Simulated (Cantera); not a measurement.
Stirred combustor or abatement burner

A perfectly stirred reactor is fed with 12.2 % CH₃OH, 18.4 % O₂, 69.1 % N₂, 0.306 % H₂, equivalence ratio 1.0, at 4.93 atm; it is adiabatic with a 700 K inlet, and is followed from long to short residence time, starting on the burning branch (τ in s: 0.048, 0.023, 0.011, 0.0056, 0.0028, 0.0013, 0.00066, 0.00032, 0.00016, 7.8e-05, 3.8e-05).

Model: GRI-Mech 3.0 (53 species, 325 reactions), integrated in Cantera. GRI-Mech 3.0 was tuned for natural gas; its chemistry of methanol as a main component is partial and can be far from experiment.

```csv
τ (s),T (K),x CH₃OH,x O₂,x CO₂,x CH₂CO,x C₂H,x HO₂,x HCN
0.048,2458,2.68e-7,0.00684,0.0977,1.77e-10,<1e-12,2.23e-6,5.68e-8
0.023,2457,5.48e-7,0.00710,0.0975,3.59e-10,<1e-12,2.33e-6,1.00e-7
0.011,2453,1.11e-6,0.00755,0.0971,7.16e-10,<1e-12,2.52e-6,1.57e-7
0.0056,2446,2.07e-6,0.00820,0.0964,1.32e-9,1.21e-12,2.82e-6,2.05e-7
0.0028,2434,3.85e-6,0.00915,0.0952,2.38e-9,2.82e-12,3.32e-6,2.34e-7
0.0013,2410,7.37e-6,0.0106,0.0930,4.40e-9,5.85e-12,4.29e-6,2.38e-7
0.00066,2379,1.27e-5,0.0124,0.0902,7.41e-9,9.71e-12,5.77e-6,2.31e-7
0.00032,2335,2.20e-5,0.0147,0.0865,1.33e-8,1.68e-11,8.45e-6,2.36e-7
0.00016,2284,3.71e-5,0.0173,0.0824,2.58e-8,3.35e-11,1.27e-5,2.77e-7
7.8e-5,2222,6.48e-5,0.0204,0.0774,5.86e-8,8.64e-11,2.00e-5,3.82e-7
3.8e-5,2152,0.000119,0.0242,0.0716,1.53e-7,2.64e-10,3.25e-5,5.87e-7
```
x: mole fraction; the columns are a selection and need not sum to one.
